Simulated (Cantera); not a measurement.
An adiabatic, constant-volume homogeneous reactor starts with CH4 : O2 : N2 = 1 : 1.82 : 6.84 (molar parts), at 1400 K and 0.987 atm. Integrator tolerance rtol = 1e-08.

Detailed kinetics in Cantera: GRI-Mech 3.0 (53 species, 325 reactions).

```csv
quantity,before,after
time of steepest temperature rise,3.43 ms,7.75 ms
temperature at 3.00 s,2897 K,2511 K
equilibrium temperature,2897 K,2511 K
x(CH4) at 3.00 s,<1e-12 (gas-phase equilibrium <1e-12),<1e-12 (gas-phase equilibrium <1e-12)
x(O2) at 3.00 s,0.0136 (gas-phase equilibrium 0.0136),0.00246 (gas-phase equilibrium 0.00246)
x(H) at 3.00 s,0.0128 (gas-phase equilibrium 0.0128),0.00184 (gas-phase equilibrium 0.00184)
x(C2H) at 3.00 s,<1e-12 (gas-phase equilibrium <1e-12),<1e-12 (gas-phase equilibrium <1e-12)
x(C2H4) at 3.00 s,<1e-12 (gas-phase equilibrium <1e-12),<1e-12 (gas-phase equilibrium <1e-12)
x(CH2O) at 3.00 s,1.34e-9 (gas-phase equilibrium 1.34e-9),1.23e-10 (gas-phase equilibrium 1.23e-10)
x(H2O) at 3.00 s,0.150 (gas-phase equilibrium 0.150),0.0928 (gas-phase equilibrium 0.0928)
```

Which change was made?
A. constant pressure in place of constant volume
B. initial temperature 1400 to 1700 K
C. CH4 1 to 1.4 parts
D. N2 6.84 to 16 parts

D, N2 6.84 to 16 parts
